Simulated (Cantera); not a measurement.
An isothermal, constant-pressure homogeneous reactor starts with 31.2 % N2O, 68.8 % N2, at 1500 K and 101000 Pa.

Detailed kinetics in Cantera: GRI-Mech 3.0 (53 species, 325 reactions). GRI-Mech 3.0 was tuned for natural gas; its chemistry of N2O as a main component is partial and can be far from experiment. The temperature is held fixed by assumption; the heat of reaction is taken as removed at once.

x: mole fraction; the columns are a selection and need not sum to one.

| t (s) | x N2O | x O2 | x NO | x O | x NO2 | x N2 |
|---|---|---|---|---|---|---|
| 0.000100 | 0.311 | 0.000592 | 0.000390 | 6.82e-5 | 2.66e-7 | 0.688 |
| 0.000222 | 0.308 | 0.00137 | 0.000902 | 6.82e-5 | 1.30e-6 | 0.689 |
| 0.000492 | 0.303 | 0.00307 | 0.00202 | 6.79e-5 | 5.45e-6 | 0.692 |
| 0.00109 | 0.292 | 0.00671 | 0.00440 | 6.74e-5 | 1.87e-5 | 0.697 |
| 0.00242 | 0.269 | 0.0142 | 0.00926 | 6.60e-5 | 5.06e-5 | 0.708 |
| 0.00538 | (withheld) | (withheld) | (withheld) | 6.28e-5 | (withheld) | 0.728 |
| 0.0119 | 0.156 | 0.0515 | 0.0320 | 5.58e-5 | 0.000204 | 0.760 |
| 0.0265 | 0.0759 | 0.0790 | 0.0461 | 4.11e-5 | 0.000297 | 0.799 |
| 0.0587 | 0.0209 | 0.0992 | 0.0530 | 1.90e-5 | 0.000332 | 0.826 |
| 0.130 | (withheld) | 0.107 | 0.0540 | (withheld) | (withheld) | 0.837 |
| 0.289 | 2.60e-5 | 0.108 | 0.0540 | 1.37e-6 | 0.000210 | 0.838 |
| 0.641 | 1.03e-6 | 0.108 | 0.0540 | 1.33e-6 | 0.000208 | 0.838 |
| 1.42 | 1.02e-6 | 0.108 | 0.0539 | 1.33e-6 | 0.000208 | 0.838 |
| 3.16 | 1.02e-6 | 0.108 | 0.0538 | 1.34e-6 | 0.000208 | 0.838 |
| 7.00 | 1.01e-6 | 0.108 | 0.0536 | 1.34e-6 | 0.000207 | 0.838 |

Problem. What belongs in the gaps?

Solution. 
- 0.00538, x N2O: 0.225
- 0.00538, x O2: 0.0285
- 0.00538, x NO: 0.0183
- 0.00538, x NO2: 0.000111
- 0.130, x N2O: 0.00222
- 0.130, x O: 4.04e-6
- 0.130, x NO2: 0.000279
